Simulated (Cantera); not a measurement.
An adiabatic, constant-volume homogeneous reactor starts with 2.01 % C3H8, 20.5 % O2, 77.0 % N2, 0.541 % H2O, equivalence ratio 0.49, at 1400 K and 0.630 bar.

Cantera simulation using GRI-Mech 3.0 (53 species, 325 reactions); the numbers are that mechanism's predictions, not measurements. GRI-Mech 3.0 was tuned for natural gas; its chemistry of propane as a main component is partial and can be far from experiment.

x: mole fraction; the columns are a selection and need not sum to one.

```csv
t (s),T (K),P (bar),x C3H8,x O2,x H2,x CH4,x HO2,x CH2O
4.00e-6,1400,0.630,0.0200,0.205,4.91e-6,(withheld),8.48e-6,2.34e-7
1.37e-5,1399,0.629,0.0199,0.204,3.34e-5,(withheld),3.93e-5,8.32e-6
4.70e-5,1396,0.629,0.0190,0.204,0.000223,(withheld),5.35e-5,0.000192
0.000161,1407,0.638,0.0140,0.200,0.00174,(withheld),0.000107,0.00141
0.000553,2484,1.16,<1e-12,0.1000,0.00223,<1e-12,6.67e-6,7.31e-12
0.00190,2540,1.18,<1e-12,0.0990,0.00160,<1e-12,8.14e-6,5.21e-12
0.00651,2531,1.17,<1e-12,0.0964,0.00156,<1e-12,7.80e-6,4.92e-12
0.0223,2520,1.17,<1e-12,0.0934,0.00151,<1e-12,7.42e-6,4.59e-12
0.0765,2518,1.17,<1e-12,0.0929,0.00151,<1e-12,7.36e-6,4.54e-12
0.262,2518,1.17,<1e-12,0.0929,0.00151,<1e-12,7.36e-6,4.54e-12
0.900,2518,1.17,<1e-12,0.0929,0.00151,<1e-12,7.36e-6,4.54e-12
```

Problem. Fill in the missing entries.

Solution. 
- 4.00e-6, x CH4: 1.74e-7
- 1.37e-5, x CH4: 2.77e-6
- 4.70e-5, x CH4: 4.25e-5
- 0.000161, x CH4: 0.000479
